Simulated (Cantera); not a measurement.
**B₂O₃ + Cl₂ (oxide etching and cleaning by halides)**

Feed: 1 mol B₂O₃, 5 mol Cl₂, at 0.133 bar.

Method: chemical equilibrium by Gibbs-energy minimisation in Cantera with the NASA 1993 tables (ideal gas, pure condensed phases). Candidate condensed phases: B, B₂O₃; 18 gas species. The tables' values for BOCl are old estimates; treat these amounts as uncertain. Rates play no part.

From 477 °C to 1377 °C the condensed part is B₂O₃(l).

```
T (°C)  x Cl₂      x Cl    x BOCl      x O₂    x BCl₃    x B₂O₃  x B₃O₃Cl₃  n B₂O₃(l)
------  -----  --------  --------  --------  --------  --------  ---------  ---------
477     1.000   7.43e-6    <1e-12   1.72e-7   2.08e-7    <1e-12    2.12e-8      1.000
552     1.000   4.50e-5  4.12e-11   1.08e-6   1.27e-6    <1e-12    1.72e-7      1.000
627     1.000  0.000202   1.12e-9   4.96e-6   5.66e-6    <1e-12    9.52e-7      1.000
702     0.999  0.000725   1.82e-8   1.79e-5   1.99e-5  7.35e-12    3.97e-6      1.000
777     0.998   0.00217   1.96e-7   5.35e-5   5.82e-5  2.45e-10    1.33e-5      1.000
852     0.994   0.00560   1.52e-6  0.000137  0.000146   5.00e-9    3.72e-5      0.999
927     0.986    0.0129   9.08e-6  0.000311  0.000324   6.90e-8    9.00e-5      0.998
1002    0.972    0.0267   4.34e-5  0.000636  0.000647   6.90e-7   0.000193      0.997
1077    0.946    0.0508  0.000173   0.00119   0.00117   5.27e-6   0.000371      0.994
1152    0.905    0.0895  0.000587   0.00207   0.00194   3.22e-5   0.000646      0.988
1227    0.844     0.147   0.00174   0.00335   0.00293  0.000163    0.00102      0.978
1302    0.759     0.225   0.00452   0.00514   0.00401  0.000699    0.00144      0.959
1377    0.649     0.323    0.0105   0.00751   0.00491   0.00261    0.00181      0.921
```
x: gas mole fraction; n: condensed amount in mol.
